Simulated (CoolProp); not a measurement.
Vapour-liquid equilibrium of propylene (1) + dimethyl ether (2) at 441 kPa; x and y are mole fractions of (1).

Computed with CoolProp (multi-fluid Helmholtz-energy mixture model, Lemmon 2013 and Wu 2011; pair parameters Bell 2016).

```csv
x,bubble temperature (K),y at the bubble point,dew temperature at overall composition x (K),liquid density (mol/L)
0.05,286.3,0.105,287.4,14.64
0.125,283.3,0.241,285.8,[?]
0.2,280.7,0.355,284.2,14.46
0.275,278.3,0.452,282.5,14.36
0.35,276.2,[?],280.8,14.26
0.425,274.3,0.608,279.0,[?]
0.5,272.5,0.672,277.1,14.04
0.575,271.0,0.730,275.2,13.92
0.65,269.5,0.783,273.1,13.81
0.725,268.2,0.832,271.1,13.69
0.8,267.0,0.879,[?],13.58
0.875,265.8,[?],267.1,13.47
0.95,264.8,0.969,265.2,13.36
```

What belongs in the gaps?


- 0.125, liquid density (mol/L): 14.56
- 0.35, y at the bubble point: 0.536
- 0.425, liquid density (mol/L): 14.15
- 0.8, dew temperature at overall composition x (K): 269.1
- 0.875, y at the bubble point: 0.924

No azeotrope shows between x = 0.05 and 0.95.

The pair parameters rest on a limited set of measurements; away from them the model extrapolates.
